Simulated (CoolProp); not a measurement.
A simple Rankine cycle with propylene: condensing at 295.15 K, boiler at 3.73 MPa, turbine inlet 355.3 K, turbine efficiency 0.85, pump efficiency 0.7, no recuperator. Each further row changes one setting.

The numbers come from the reference Helmholtz-energy equation of state, Lemmon 2013 in CoolProp.

```json
[
 {"case": "as stated", "thermal efficiency (%)": "10.4", "net work (kJ/kg)": "36.5", "heat in (kJ/kg)": "353", "turbine exit temperature (K)": "295.1", "volume ratio over the turbine": "4.08"},
 {"case": "turbine inlet 375.3 K", "thermal efficiency (%)": "11.2", "net work (kJ/kg)": "47.0", "heat in (kJ/kg)": "420", "turbine exit temperature (K)": "312.4", "volume ratio over the turbine": "___"},
 {"case": "condensing temperature 287.15 K", "thermal efficiency (%)": "11.8", "net work (kJ/kg)": "43.8", "heat in (kJ/kg)": "373", "turbine exit temperature (K)": "287.2", "volume ratio over the turbine": "___"},
 {"case": "boiler pressure 2.61 MPa", "thermal efficiency (%)": "8.6", "net work (kJ/kg)": "35.2", "heat in (kJ/kg)": "409", "turbine exit temperature (K)": "312.8", "volume ratio over the turbine": "___"},
 {"case": "turbine efficiency 0.75", "thermal efficiency (%)": "8.9", "net work (kJ/kg)": "31.4", "heat in (kJ/kg)": "353", "turbine exit temperature (K)": "295.1", "volume ratio over the turbine": "4.15"}
]
```

What belongs in the gaps?


- turbine inlet 375.3 K, volume ratio over the turbine: 3.65
- condensing temperature 287.15 K, volume ratio over the turbine: 5.04
- boiler pressure 2.61 MPa, volume ratio over the turbine: 2.48

The expansion ends wet for: as stated; condensing temperature 287.15 K; turbine efficiency 0.75.
